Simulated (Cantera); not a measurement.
# Ammonia decomposition in nitride growth gas

An isothermal, constant-pressure homogeneous reactor starts with NH3 : H2 = 1 : 8.8 (molar parts), at 1725 K and 0.690 bar.

Cantera simulation using the gas-phase N/H chemistry of the illustrative SiF4/NH3 mechanism in the Surface Chemkin manual (1991); the numbers are that mechanism's predictions, not measurements. Walls and surfaces, which speed up NH3 decomposition in real reactors, are not modelled.

```
t (s)      x NH3   x H2    x N2H2     x NH    x NH2    x N2H4
--------  ------  -----  --------  -------  -------  --------
0.000300   0.102  0.898  1.28e-10  2.22e-9  3.24e-6  4.53e-11
0.00107    0.102  0.898   1.84e-9  2.76e-8  1.14e-5  5.64e-10
0.00383    0.102  0.898   2.08e-8  2.43e-7  3.38e-5   4.95e-9
0.0137     0.102  0.898   4.28e-8  4.50e-7  4.61e-5   9.18e-9
0.0490     0.101  0.898   4.24e-8  4.50e-7  4.59e-5   9.09e-9
0.175     0.0981  0.900   4.05e-8  4.42e-7  4.48e-5   8.67e-9
0.626     0.0888  0.905   3.45e-8  4.15e-7  4.13e-5   7.37e-9
2.24      0.0650  0.918   2.07e-8  3.37e-7  3.18e-5   4.38e-9
8.00      0.0304  0.937   5.57e-9  1.90e-7  1.63e-5   1.15e-9
```
x: mole fraction; the columns are a selection and need not sum to one.

Equilibrium at this temperature and pressure: NH3 4.70e-6, H2 0.953, N2H2 <1e-12, NH 3.59e-11, NH2 2.79e-9, N2H4 <1e-12 (gas phase only).
